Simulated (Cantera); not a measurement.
NO annealing gas

An isothermal, constant-pressure homogeneous reactor starts with 84.6 % NO, 13.5 % N2, 1.86 % H2O, at 2000 K and 0.0263 atm.

Computed with Cantera and GRI-Mech 3.0 (53 species, 325 reactions). Radical loss at walls, strong at low pressure, is not modelled.

| t (s) | x NO | x O2 | x O | x NO2 | x N2O | x N2 |
|---|---|---|---|---|---|---|
| 2.00e-6 | 0.846 | 1.51e-12 | 4.42e-8 | 3.74e-12 | 4.43e-8 | 0.135 |
| 6.59e-6 | 0.846 | 1.64e-11 | 1.45e-7 | 4.11e-11 | 1.46e-7 | 0.135 |
| 2.17e-5 | 0.846 | 1.77e-10 | 4.71e-7 | 4.61e-10 | 4.81e-7 | 0.135 |
| 7.17e-5 | 0.846 | 1.88e-9 | 1.48e-6 | 5.54e-9 | 1.58e-6 | 0.135 |
| 0.000236 | 0.846 | 1.95e-8 | 4.16e-6 | 7.72e-8 | 5.19e-6 | 0.135 |
| 0.000779 | 0.846 | 2.19e-7 | 8.85e-6 | 1.23e-6 | 1.68e-5 | 0.135 |
| 0.00257 | 0.846 | 3.37e-6 | 1.63e-5 | 1.51e-5 | 5.18e-5 | 0.135 |
| 0.00847 | 0.845 | 0.000111 | 6.03e-5 | 4.67e-5 | 0.000131 | 0.135 |
| 0.0279 | 0.844 | 0.000978 | 0.000130 | 2.38e-5 | 0.000130 | 0.136 |
| 0.0920 | 0.837 | 0.00398 | 0.000328 | 2.89e-5 | 8.96e-5 | 0.139 |
| 0.303 | 0.815 | 0.0145 | 0.000574 | 5.52e-5 | 0.000104 | 0.150 |
| 1.00 | 0.741 | 0.0510 | 0.00101 | 9.72e-5 | 9.63e-5 | 0.187 |
x: mole fraction; the columns are a selection and need not sum to one.

Equilibrium at this temperature and pressure: NO 0.00906, O2 0.416, O 0.00266, NO2 3.58e-6, N2O 6.97e-8, N2 0.553 (gas phase only).
